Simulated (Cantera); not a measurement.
**Sublimation and decomposition of ceramics: ZrN + H₂**

A closed system holds: 1 mol ZrN, 3.5 mol H₂, at 1 atm.

Method: chemical equilibrium by Gibbs-energy minimisation in Cantera with the NASA 1993 tables (ideal gas, pure condensed phases). Candidate condensed phases: Zr, ZrN; 11 gas species. Mutual solubility and eutectic melting of coexisting phases are not modelled. ZrN: taken at fixed stoichiometry. Condensed phases not in the tables: N, O or C dissolved in the metal. Kinetics and transport are ignored.

From 1227 °C to 2227 °C the condensed part is ZrN(s). At 2427 °C the condensed part is Zr(l) + ZrN(s).

| T (°C) | x H₂ | x H | x N₂ | x Zr | x NH₃ | x NH₂ | x N | n ZrN(s) | n Zr(l) |
|---|---|---|---|---|---|---|---|---|---|
| 1227 | 1.000 | 1.75e-5 | <1e-12 | <1e-12 | <1e-12 | <1e-12 | <1e-12 | 1.00 | 0 |
| 1427 | 1.000 | 0.000146 | <1e-12 | 4.05e-12 | 1.44e-11 | <1e-12 | <1e-12 | 1.00 | 0 |
| 1627 | 0.999 | 0.000788 | 5.24e-11 | 2.81e-10 | 1.76e-10 | <1e-12 | <1e-12 | 1.00 | 0 |
| 1827 | 0.997 | 0.00309 | 4.39e-9 | 9.94e-9 | 1.15e-9 | 1.31e-11 | <1e-12 | 1.00 | 0 |
| 2027 | 0.990 | 0.00957 | 1.12e-7 | 2.30e-7 | 4.37e-9 | 1.65e-10 | 1.30e-11 | 1.000 | 0 |
| 2227 | 0.975 | 0.0247 | 2.28e-6 | 2.75e-6 | 1.53e-8 | 1.58e-9 | 4.38e-10 | 1.000 | 0 |
| 2427 | 0.945 | 0.0549 | 3.32e-5 | 2.13e-5 | 4.60e-8 | 1.13e-8 | 9.30e-9 | 1.000 | 0.000162 |
x: gas mole fraction; n: condensed amount in mol.
